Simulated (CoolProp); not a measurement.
Propane at 262.57 K and 0.229 MPa flows at 7.5 m/s in a round tube of 100 mm bore and 0.25 µm roughness, fully developed (64/Re and Nu = 3.66 if laminar; Colebrook and Gnielinski if turbulent). Each further row changes one setting.

Values from CoolProp's reference Helmholtz-energy equation of state, Lemmon 2009.

```csv
case,Reynolds number,Darcy friction factor,pressure drop (Pa/m),heat-transfer coefficient (W/(m² K)),mass flow (kg/h)
as stated,514000,0.0131,18.1,104,1040
velocity 15 m/s,1030000,0.0116,64.3,184,2080
diameter 200 mm,1030000,0.0116,8.01,91.9,4160
```

Viscosity comes from a separate model (Vogel 1998). Thermal conductivity comes from a separate model (Marsh 2002).
